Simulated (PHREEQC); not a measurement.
## Acid rinse or clean: an equilibrium model

Solution (65 °C): 11 mmol/kgw HF, 30 mmol/kgw AlCl3 and 4.6 mmol/kgw KCl. Closed to the air; pH follows from the charge balance.

Equilibrium calculation in PHREEQC: ion-association model, phreeqc.dat.

```json
{
 "pH": "2.06",
 "ionic_strength": "0.163 mol/kgw",
 "density": "0.984 g/cm³",
 "total_alkalinity": "-11.0 meq/kg"
}
```

```json
[
 {"species": "Cl-", "molality": "0.0946", "activity": "0.0675", "log γ": "-0.147"},
 {"species": "Al+3", "molality": "0.0192", "activity": "0.00240", "log γ": "-0.903"},
 {"species": "H+", "molality": "0.0111", "activity": "0.00881", "log γ": "-0.100"},
 {"species": "AlF+2", "molality": "0.0104", "activity": "0.00319", "log γ": "-0.515"},
 {"species": "K+", "molality": "0.00460", "activity": "0.00327", "log γ": "-0.149"},
 {"species": "AlF2+", "molality": "0.000279", "activity": "0.000207", "log γ": "-0.129"},
 {"species": "AlOH+2", "molality": "9.75e-5", "activity": "2.98e-5", "log γ": "-0.515"},
 {"species": "HF", "molality": "2.97e-6", "activity": "3.08e-6", "log γ": "0.016"},
 {"species": "Al(OH)2+", "molality": "5.64e-7", "activity": "4.19e-7", "log γ": "-0.129"},
 {"species": "AlF3", "molality": "2.81e-7", "activity": "2.92e-7", "log γ": "0.016"},
 {"species": "F-", "molality": "1.53e-7", "activity": "1.08e-7", "log γ": "-0.151"}
]
```

No solid was allowed to form. Complexes and solids missing from the database can't appear. At this temperature some constants are extrapolated from 25 °C, and those without enthalpy data are left unchanged. Fluoro complexes past AlF4- and FeF3 are missing from the database.
